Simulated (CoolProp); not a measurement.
Vapour pressure (kPa) of carbonyl sulfide: the reference equation beside estimates from Tc = 378.8 K, pc = 6369 kPa, ω = 0.098. Clausius-Clapeyron is anchored at 304.8 K with a constant enthalpy of vaporisation of 14.26 kJ/mol.

The numbers come from the reference Helmholtz-energy equation of state, Lemmon 2006 in CoolProp. It is a short technical equation, of lower accuracy than the large ones.

```json
[
 {"T (K)": "251.7", "reference": "324.2", "Lee-Kesler": "323.2", "Clausius-Clapeyron": "459.4", "van der Waals": "973.9", "Redlich-Kwong": "353.3", "Soave-Redlich-Kwong": "322.8", "Peng-Robinson": "324.9"},
 {"T (K)": "259.2", "reference": "419.4", "Lee-Kesler": "418.8", "Clausius-Clapeyron": "559.5", "van der Waals": "1136", "Redlich-Kwong": "458.6", "Soave-Redlich-Kwong": "418.5", "Peng-Robinson": "419.7"},
 {"T (K)": "266.8", "reference": "535.9", "Lee-Kesler": "535.9", "Clausius-Clapeyron": "675.6", "van der Waals": "1318", "Redlich-Kwong": "586.9", "Soave-Redlich-Kwong": "535.9", "Peng-Robinson": "535.7"},
 {"T (K)": "274.4", "reference": "674.8", "Lee-Kesler": "675.6", "Clausius-Clapeyron": "807.2", "van der Waals": "1518", "Redlich-Kwong": "739.2", "Soave-Redlich-Kwong": "676.3", "Peng-Robinson": "674.3"},
 {"T (K)": "282", "reference": "838.7", "Lee-Kesler": "840.2", "Clausius-Clapeyron": "955.3", "van der Waals": "1736", "Redlich-Kwong": "917.7", "Soave-Redlich-Kwong": "842.3", "Peng-Robinson": "838.0"},
 {"T (K)": "289.6", "reference": "1030", "Lee-Kesler": "1032", "Clausius-Clapeyron": "1121", "van der Waals": "1973", "Redlich-Kwong": "1125", "Soave-Redlich-Kwong": "1037", "Peng-Robinson": "1029"},
 {"T (K)": "297.2", "reference": "1252", "Lee-Kesler": "1254", "Clausius-Clapeyron": "1304", "van der Waals": "2231", "Redlich-Kwong": "1362", "Soave-Redlich-Kwong": "1262", "Peng-Robinson": "1252"},
 {"T (K)": "304.8", "reference": "1506", "Lee-Kesler": "1509", "Clausius-Clapeyron": "1506", "van der Waals": "2509", "Redlich-Kwong": "1633", "Soave-Redlich-Kwong": "1521", "Peng-Robinson": "1507"},
 {"T (K)": "312.4", "reference": "1795", "Lee-Kesler": "1799", "Clausius-Clapeyron": "1727", "van der Waals": "2807", "Redlich-Kwong": "1938", "Soave-Redlich-Kwong": "1816", "Peng-Robinson": "1799"},
 {"T (K)": "320", "reference": "2123", "Lee-Kesler": "2127", "Clausius-Clapeyron": "1967", "van der Waals": "3127", "Redlich-Kwong": "2280", "Soave-Redlich-Kwong": "2150", "Peng-Robinson": "2130"},
 {"T (K)": "327.6", "reference": "2492", "Lee-Kesler": "2496", "Clausius-Clapeyron": "2227", "van der Waals": "3469", "Redlich-Kwong": "2661", "Soave-Redlich-Kwong": "2527", "Peng-Robinson": "2503"},
 {"T (K)": "335.1", "reference": "2900", "Lee-Kesler": "2904", "Clausius-Clapeyron": "2504", "van der Waals": "3828", "Redlich-Kwong": "3076", "Soave-Redlich-Kwong": "2942", "Peng-Robinson": "2916"},
 {"T (K)": "342.7", "reference": "3361", "Lee-Kesler": "3365", "Clausius-Clapeyron": "2805", "van der Waals": "4215", "Redlich-Kwong": "3540", "Soave-Redlich-Kwong": "3410", "Peng-Robinson": "3382"},
 {"T (K)": "350.3", "reference": "3874", "Lee-Kesler": "3879", "Clausius-Clapeyron": "3127", "van der Waals": "4624", "Redlich-Kwong": "4047", "Soave-Redlich-Kwong": "3929", "Peng-Robinson": "3901"},
 {"T (K)": "357.9", "reference": "4443", "Lee-Kesler": "4451", "Clausius-Clapeyron": "3470", "van der Waals": "5057", "Redlich-Kwong": "4600", "Soave-Redlich-Kwong": "4501", "Peng-Robinson": "4476"}
]
```

Absolute difference from the reference over all 15 rows, mean and median: Lee-Kesler 0.2 and 0.2 %, Clausius-Clapeyron 16.1 and 13.9 %, van der Waals 81.3 and 66.6 %, Redlich-Kwong 7.7 and 8.4 %, Soave-Redlich-Kwong 0.9 and 1.0 %, Peng-Robinson 0.3 and 0.2 %.
